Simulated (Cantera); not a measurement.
Input: 1 mol SiH2Cl2, 0.0035 mol C3H8, a varied amount of H2, equilibrated at 2048.15 K and 1000 Pa.

Method: chemical equilibrium by Gibbs-energy minimisation in Cantera with the NASA 1993 tables (ideal gas, pure condensed phases). Candidate condensed phases: C, C6H6, C7H8, C8H18, Si, SiC; 109 gas species. Mutual solubility and eutectic melting of coexisting phases are not modelled. The tables' values for SiCl, SiCl3 are old estimates; treat these amounts as uncertain. Gases not in the tables: Si2H6 and higher silanes. The numbers say what is thermodynamically allowed, not how fast it happens.

log p: log10 of the partial pressure in bar; n: condensed amount in mol.

```
n(H2) (mol)  log p H2  log p HCl  log p SiCl2  log p H  log p Si  log p SiCl  log p Cl     n Si(l)  n SiC(s)
-----------  --------  ---------  -----------  -------  --------  ----------  --------  ----------  --------
4.9             -2.12      -2.83        -3.19    -3.71     -4.12       -4.52     -4.55  (withheld)   0.00864
15              -2.06      -3.10        -3.79    -3.68     -4.12       -4.82     -4.85       0.529   0.00591
26              -2.04      -3.27        -4.14    -3.67     -4.12       -5.00     -5.03       0.509   0.00293
36              -2.03      -3.38        -4.37    -3.67     -4.12       -5.11     -5.14  (withheld)  0.000229
47              -2.03      -3.48        -4.57    -3.66     -4.12       -5.21     -5.24  (withheld)         0
57              -2.03      -3.55        -4.71    -3.66     -4.12       -5.28     -5.31  (withheld)         0
67              -2.03      -3.61        -4.84    -3.66     -4.12       -5.34     -5.38  (withheld)         0
78              -2.02      -3.67        -4.95    -3.66     -4.12       -5.40     -5.44  (withheld)         0
88              -2.02      -3.71        -5.05    -3.66     -4.12       -5.45     -5.48  (withheld)         0
99              -2.02      -3.76        -5.14    -3.66     -4.12       -5.50     -5.53  (withheld)         0
110             -2.02      -3.80        -5.26    -3.66     -4.15       -5.57     -5.57           0         0
120             -2.02      -3.83        -5.35    -3.66     -4.18       -5.63     -5.60           0         0
```

Question: Some entries are withheld; supply them.

Answer: 
- 4.9, n Si(l): 0.448
- 36, n Si(l): 0.461
- 47, n Si(l): 0.395
- 57, n Si(l): 0.327
- 67, n Si(l): 0.255
- 78, n Si(l): 0.173
- 88, n Si(l): 0.0957
- 99, n Si(l): 0.00924
